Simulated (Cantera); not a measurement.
An isothermal, constant-pressure homogeneous reactor starts with 9.71 % NO, 90.3 % N2, at 2023 K and 2670 Pa.

Detailed kinetics in Cantera: GRI-Mech 3.0 (53 species, 325 reactions). Radical loss at walls, strong at low pressure, is not modelled.

x: mole fraction; the columns are a selection and need not sum to one.

```
t (s)       x NO         x O   x N2       x N2O       x NO2        x O2
--------  ------  ----------  -----  ----------  ----------  ----------
2.00e-6   0.0971    6.89e-10  0.903    6.89e-10      <1e-12      <1e-12
5.97e-6   0.0971     2.06e-9  0.903     2.06e-9      <1e-12      <1e-12
1.78e-5   0.0971     6.15e-9  0.903     6.14e-9      <1e-12      <1e-12
5.33e-5   0.0971     1.84e-8  0.903     1.83e-8    2.76e-12    2.15e-12
0.000159  0.0971     5.51e-8  0.903     5.45e-8    2.42e-11    1.92e-11
0.000476  0.0971     1.66e-7  0.903     1.61e-7    2.07e-10    1.73e-10
0.00142   0.0971     5.13e-7  0.903     4.63e-7     1.63e-9     1.57e-9
0.00424   0.0971     1.66e-6  0.903     1.25e-6     1.09e-8     1.49e-8
0.0127    0.0971     5.88e-6  0.903     2.79e-6     5.56e-8     1.52e-7
0.0379    0.0971  (withheld)  0.903     4.22e-6  (withheld)  (withheld)
0.113     0.0970     6.94e-5  0.903     4.38e-6     7.35e-7     1.80e-5
0.338     0.0966    0.000172  0.903     4.18e-6     1.67e-6    0.000165
1.01      0.0948    0.000268  0.904     3.89e-6     2.51e-6     0.00100
3.01      0.0882  (withheld)  0.907  (withheld)  (withheld)  (withheld)
9.00      0.0647    0.000648  0.919     1.62e-6     4.83e-6      0.0158
```

Problem. Complete the blanks.

Solution. 
- 0.0379, x O: 2.15e-5
- 0.0379, x NO2: 2.30e-7
- 0.0379, x O2: 1.69e-6
- 3.01, x O: 0.000388
- 3.01, x N2O: 3.24e-6
- 3.01, x NO2: 3.66e-6
- 3.01, x O2: 0.00423
